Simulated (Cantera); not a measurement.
An isothermal, constant-pressure homogeneous reactor starts with CH₄ : CO₂ : H₂ = 0.45 : 0.75 : 0.14 (molar parts), at 1400 K and 0.260 bar.

Model: GRI-Mech 3.0 (53 species, 325 reactions), integrated in Cantera.

One state of this run: x CH₄ = 0.332; x CO₂ = 0.555; x H₂ = 0.104; x HO₂ = <1e-12; x OH = 6.54e-9; x HCO = 9.69e-11; x CH₃ = 7.02e-5. x: mole fraction; the columns are a selection and need not sum to one.

Task: Which value of t (s) does it belong to?
(A) 0.00546
(B) 0.000900
(C) 0.201
(D) 0.00222

Result: C, 0.201
